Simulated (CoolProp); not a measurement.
R245fa at 293.15 K and 6.1 MPa is throttled through a valve to 3.96 MPa with no heat exchange. Each further row changes one setting.

The numbers come from the reference Helmholtz-energy equation of state, Akasaka 2015 in CoolProp.

```tsv
case	temperature change (K)	final density (kg/m³)
as stated	___	___
outlet pressure 1.19 MPa	___	1350
outlet pressure 5.15 MPa	+0.2	1370
```

Task: Some entries are withheld; supply them.

Result: 
- as stated, temperature change (K): +0.6
- as stated, final density (kg/m³): 1360
- outlet pressure 1.19 MPa, temperature change (K): +1.2
